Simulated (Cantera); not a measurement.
# Fluorocarbon and chlorocarbon gases: C2F6 + CH4

Feed: 1 mol C2F6, 0.012 mol CH4, held at 1.33 mbar.

Equilibrium computed with Cantera from the NASA thermochemical tables; the gas is ideal and each condensed phase is pure. Candidate condensed phases: C, C6H6, C7H8, C8H18; 95 gas species. The feed counts by its element totals alone. Gases not in the tables: C2F6 and larger saturated fluorocarbons. Kinetics and transport are ignored.

```json
[
 {"T (°C)": "1077", "log p CF4": "-2.89", "log p F": "-7.65", "log p CF2": "-6.90", "log p CF": "-12.09", "log p HF": "-4.38", "log p CF3": "-7.55", "n C(graphite)": "0.524"},
 {"T (°C)": "1227", "log p CF4": "-2.89", "log p F": "-6.43", "log p CF2": "-5.81", "log p CF": "-10.21", "log p HF": "-4.38", "log p CF3": "-6.67", "n C(graphite)": "0.523"},
 {"T (°C)": "1377", "log p CF4": "-2.89", "log p F": "-5.43", "log p CF2": "-4.93", "log p CF": "-8.68", "log p HF": "-4.38", "log p CF3": "-5.96", "n C(graphite)": "0.518"},
 {"T (°C)": "1527", "log p CF4": "-2.92", "log p F": "-4.60", "log p CF2": "-4.21", "log p CF": "-7.41", "log p HF": "-4.40", "log p CF3": "-5.38", "n C(graphite)": "0.494"},
 {"T (°C)": "1677", "log p CF4": "-3.03", "log p F": "-3.92", "log p CF2": "-3.65", "log p CF": "-6.36", "log p HF": "-4.45", "log p CF3": "-4.96", "n C(graphite)": "0.409"},
 {"T (°C)": "1827", "log p CF4": "-3.40", "log p F": "-3.40", "log p CF2": "-3.31", "log p CF": "-5.53", "log p HF": "-4.61", "log p CF3": "-4.80", "n C(graphite)": "0.225"},
 {"T (°C)": "1977", "log p CF4": "-4.33", "log p F": "-3.11", "log p CF2": "-3.32", "log p CF": "-4.97", "log p HF": "-4.80", "log p CF3": "-5.14", "n C(graphite)": "0.360"},
 {"T (°C)": "2127", "log p CF4": "-5.67", "log p F": "-2.98", "log p CF2": "-3.60", "log p CF": "-4.61", "log p HF": "-4.89", "log p CF3": "-5.81", "n C(graphite)": "0.950"},
 {"T (°C)": "2277", "log p CF4": "-7.09", "log p F": "-2.93", "log p CF2": "-3.96", "log p CF": "-4.35", "log p HF": "-4.94", "log p CF3": "-6.60", "n C(graphite)": "1.35"}
]
```
log p: log10 of the partial pressure in bar; n: condensed amount in mol.

From 1077 °C to 2277 °C the condensed part is C(graphite). The main C-bearing gas is CF4 at 1077 °C and CF2 at 2277 °C. The share of C in condensed phases is highest at 2277 °C (67.3 %) and lowest at 1827 °C (11.2 %).
